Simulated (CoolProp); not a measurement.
Vapour pressure (bar) of hexamethyldisiloxane (MM): the reference equation beside estimates from Tc = 245.6 °C, pc = 19.31 bar, ω = 0.418.

Model: reference Helmholtz-energy equation of state, Thol 2016, in CoolProp.

| T (°C) | reference | Soave-Redlich-Kwong | Peng-Robinson |
|---|---|---|---|
| 52.25 | 0.1926 | 0.1910 | ___ |
| 55.75 | 0.2217 | 0.2199 | 0.2248 |
| 59.25 | 0.2543 | 0.2524 | 0.2573 |
| 62.75 | 0.2907 | 0.2886 | ___ |
| 66.25 | 0.3311 | 0.3290 | 0.3339 |
| 69.65 | 0.3746 | 0.3724 | 0.3772 |
| 73.15 | ___ | 0.4219 | ___ |
| 76.65 | 0.4784 | 0.4764 | 0.4806 |
| 80.15 | 0.5383 | 0.5365 | ___ |
| 83.65 | 0.6039 | 0.6024 | 0.6056 |
| 87.15 | 0.6757 | 0.6747 | 0.6771 |
| 90.65 | ___ | 0.7536 | 0.7552 |
| 94.15 | 0.8393 | 0.8397 | 0.8402 |
| 97.65 | 0.9319 | ___ | 0.9326 |
| 101.05 | 1.029 | 1.032 | 1.030 |

**Question.** What belongs in the gaps?

**Answer.** 
- 52.25, Peng-Robinson: 0.1957
- 62.75, Peng-Robinson: 0.2936
- 73.15, reference: 0.4240
- 73.15, Peng-Robinson: 0.4264
- 80.15, Peng-Robinson: 0.5402
- 90.65, reference: 0.7540
- 97.65, Soave-Redlich-Kwong: 0.9333

Absolute difference from the reference over all 15 rows, mean and median: Soave-Redlich-Kwong 0.4 and 0.4 %, Peng-Robinson 0.6 and 0.5 %.
